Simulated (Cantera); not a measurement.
A jet of H2 : O2 : N2 = 0.017 : 0.097 : 0.79 (molar parts), equivalence ratio 0.088 at 300 K and 0.0316 atm hits a platinum plate 6.6 cm away at a mass flux of 0.19 kg/m²/s; the plate temperature is set and raised in steps from an oxygen-covered start.

Cantera simulation using Deutschmann's 1995 Pt surface mechanism with GRI-Mech 3.0 gas chemistry; the numbers are that mechanism's predictions, not measurements. Catalytic surfaces can have several steady states; this one follows from the mechanism file's or the stated starting coverage.

One state of this run: wall x H2 = 0.00245; wall x O2 = 0.0899; wall x H2O = 0.0310; wall x OH = 1.67e-8; θ free Pt = 0.206; θ O* = 0.793; θ OH* = 0.00108. x: mole fraction at the wall; θ: surface coverage.

Which value of plate T (K) does it belong to?
A) 850
B) 700
C) 600
D) 800

A, 850
